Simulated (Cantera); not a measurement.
Input: 1 mol SiH4, 0.72 mol O3, held at 1673.15 K.

Cantera equilibrium calculation (NASA polynomials, part measured and part estimated; ideal gas, pure solids and liquids). Candidate condensed phases: H2O, Si, SiO2; 18 gas species. The tables hold silica as quartz up to 1696 K and as liquid above; real silica turns to tridymite and cristobalite and melts near 1996 K. Gases not in the tables: Si(OH)4. Rates play no part.

x: gas mole fraction; n: condensed amount in mol.

```
P (Pa)   x H2   x H2O     x SiO       x H  x OH    x SiO2       x O  n SiO2(β-quartz)
------  -----  ------  --------  --------  ----  --------  --------  ----------------
5       0.857   0.102    0.0252    0.0149   [?]   5.73e-6   1.21e-6             0.948
26      0.902  0.0853   0.00611   0.00672   [?]   1.10e-6   1.84e-7             0.988
140     0.915  0.0810   0.00121   0.00292   [?]   2.04e-7   3.20e-8             0.998
710     0.918  0.0802  0.000243   0.00130   [?]   4.03e-8   6.22e-9             1.000
3700    0.919  0.0800   4.67e-5  0.000568   [?]   7.74e-9   1.19e-9             1.000
19000   0.920  0.0800   9.10e-6  0.000251   [?]   1.51e-9  2.32e-10             1.000
100000  0.920  0.0800   1.73e-6  0.000109   [?]  2.86e-10  4.40e-11             1.000
```

Q: Complete the blanks.

A: 
- 5, x OH: 8.59e-5
- 26, x OH: 3.06e-5
- 140, x OH: 1.24e-5
- 710, x OH: 5.45e-6
- 3700, x OH: 2.38e-6
- 19000, x OH: 1.05e-6
- 100000, x OH: 4.58e-7
